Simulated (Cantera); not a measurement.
**Silicon carbide growth: SiCl4 + C3H8 + H2**

Feed: 1 mol SiCl4, 0.019 mol C3H8, 20 mol H2, at 15.0 mbar.

Cantera equilibrium calculation (NASA polynomials, part measured and part estimated; ideal gas, pure solids and liquids). Candidate condensed phases: C, C6H6, C7H8, C8H18, Si, SiC; 109 gas species. Mutual solubility and eutectic melting of coexisting phases are not modelled. The tables' values for SiCl3, SiCl are old estimates; treat these amounts as uncertain. Gases not in the tables: Si2H6 and higher silanes. Rates play no part.

```tsv
T (K)	log p H2	log p HCl	log p SiCl2	log p H	log p SiCl3	n Si(s)	n SiC(s)	n Si(l)
1523	-1.89	-2.82	-3.24	-5.58	-4.78	0.0669	0.0570	0
1548	-1.89	-2.82	-3.23	-5.46	-4.85	0.0610	0.0570	0
1573	-1.89	-2.82	-3.23	-5.34	-4.91	0.0553	0.0570	0
1598	-1.89	-2.83	-3.23	-5.22	-4.97	0.0497	0.0570	0
1623	-1.89	-2.83	-3.22	-5.11	-5.03	0.0443	0.0570	0
1648	-1.89	-2.83	-3.22	-5.00	-5.08	0.0390	0.0570	0
1673	-1.89	-2.83	-3.22	-4.89	-5.14	0.0337	0.0570	0
1698	-1.89	-2.83	-3.22	-4.78	-5.19	0	0.0570	0.0340
1723	-1.89	-2.83	-3.22	-4.68	-5.25	0	0.0570	0.0459
1748	-1.89	-2.82	-3.23	-4.59	-5.30	0	0.0570	0.0571
1773	-1.89	-2.82	-3.23	-4.49	-5.35	0	0.0570	0.0677
1798	-1.89	-2.81	-3.24	-4.40	-5.40	0	0.0569	0.0774
1823	-1.89	-2.81	-3.25	-4.31	-5.45	0	0.0569	0.0860
```
log p: log10 of the partial pressure in bar; n: condensed amount in mol.

From 1523 K to 1673 K the condensed part is Si(s) + SiC(s). From 1698 K to 1823 K the condensed part is Si(l) + SiC(s). The main Si-bearing gas is SiCl2 throughout.
